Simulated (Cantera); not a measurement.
## Hydrocarbon pyrolysis for carbon deposition

An isothermal, constant-pressure homogeneous reactor starts with 19.2 % CH₄, 80.8 % H₂, at 1525 K and 100.0 Torr.

Cantera simulation using GRI-Mech 3.0 (53 species, 325 reactions); the numbers are that mechanism's predictions, not measurements. GRI-Mech 3.0 stops at C3 and has no aromatics, soot or wall deposition, so with more carbon than oxygen in the feed, carbon stays in small species such as C2H2 where larger ones or solid carbon would form.

```csv
t (s),x CH₄,x H₂,x C₂H₂,x CH₂,x C₂H₄,x C₂H₆,x H
0.000400,0.192,0.808,1.48e-11,6.44e-11,1.47e-8,4.09e-8,3.63e-6
0.00150,0.192,0.808,5.08e-9,8.19e-10,8.00e-7,1.74e-6,1.29e-5
0.00565,0.192,0.808,1.75e-6,4.98e-9,3.46e-5,2.58e-5,3.21e-5
0.0213,0.191,0.808,0.000123,7.40e-9,0.000327,4.49e-5,3.94e-5
0.0799,0.187,0.811,0.00147,7.32e-9,0.000655,4.35e-5,3.97e-5
0.300,0.173,0.818,0.00715,6.99e-9,0.000737,3.81e-5,4.06e-5
1.13,0.135,0.841,0.0233,6.00e-9,0.000938,2.47e-5,4.38e-5
4.25,0.0691,0.879,0.0503,3.95e-9,0.00141,8.11e-6,5.13e-5
16.0,0.0259,0.904,0.0681,1.98e-9,0.00182,2.08e-6,6.03e-5
60.0,0.0199,0.908,0.0706,1.62e-9,0.00188,1.63e-6,6.21e-5
```
x: mole fraction; the columns are a selection and need not sum to one.

Equilibrium at this temperature and pressure: CH₄ 0.0199, H₂ 0.908, C₂H₂ 0.0706, CH₂ 1.62e-9, C₂H₄ 0.00188, C₂H₆ 1.63e-6, H 6.21e-5 (gas phase only).
